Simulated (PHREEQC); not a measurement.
Solution A (0.024 mol/kgw NH4HF2 and 0.0028 mol/kgw H2SiF6) is mixed with solution B (0.0033 mol/kgw KH2PO4, 0.029 mol/kgw NaOH and 0.00065 mol/kgw H3AsO4) at 25 °C; shares are by mass of water, 1 kg in all. Oxygen is held at 0.21 atm. CO2 from the air is kept out. Only these solids could form: SiO2(a).

Equilibrium calculation in PHREEQC: ion-association model, wateq4f.dat.

**Question.** Predict pH, AsO4-3 (mol/kgw) at share of solution B = 0.5, 0.6, 0.7, 0.8, 0.9.

**Answer.** 
```json
[
 {"share of solution B": "0.5", "pH": "4.64", "AsO4-3 (mol/kgw)": "3.53e-13"},
 {"share of solution B": "0.6", "pH": "6.59", "AsO4-3 (mol/kgw)": "2.32e-9"},
 {"share of solution B": "0.7", "pH": "9.53", "AsO4-3 (mol/kgw)": "7.46e-6"},
 {"share of solution B": "0.8", "pH": "11.61", "AsO4-3 (mol/kgw)": "0.000352"},
 {"share of solution B": "0.9", "pH": "12.04", "AsO4-3 (mol/kgw)": "0.000500"}
]
```

Species that the database lacks are ignored. H3PO4, which wateq4f.dat lacks, is added to it with the constant of phreeqc.dat. SiF6-2 is the database's only silicon fluoride.
